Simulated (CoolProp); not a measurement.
Vapour-liquid equilibrium of m-xylene (1) + n-nonane (2) at 412.5 K; x and y are mole fractions of (1).

Values from CoolProp's multi-fluid Helmholtz-energy mixture model, Zhou 2012 and Lemmon 2006; pair parameters Bell 2016.

```csv
x,"bubble pressure, mixture model (MPa)","bubble pressure, Raoult's law (MPa)","y, mixture model","y, Raoult's law"
0.05,0.07716,0.07554,0.085,0.068
0.15,0.08254,0.07834,(withheld),0.196
0.25,0.08711,0.08114,0.346,0.315
0.35,0.09097,0.08393,0.446,0.426
0.45,0.09419,0.08673,0.536,0.530
0.55,0.09684,0.08952,0.618,0.627
0.65,0.09897,0.09232,(withheld),0.719
0.75,0.1006,0.09512,0.777,0.805
0.85,0.1017,0.09791,(withheld),0.886
0.95,0.1021,0.1007,0.951,0.963
```

### Question
Some entries are withheld; supply them.

### Answer

- 0.15, y, mixture model: 0.228
- 0.65, y, mixture model: 0.698
- 0.85, y, mixture model: 0.860

The largest gap from Raoult's law is +8.6 % in bubble pressure, at x = 0.45. No azeotrope shows between x = 0.05 and 0.95.

Pair parameters are fitted to limited data, so mixtures are less certain than the pure fluids.
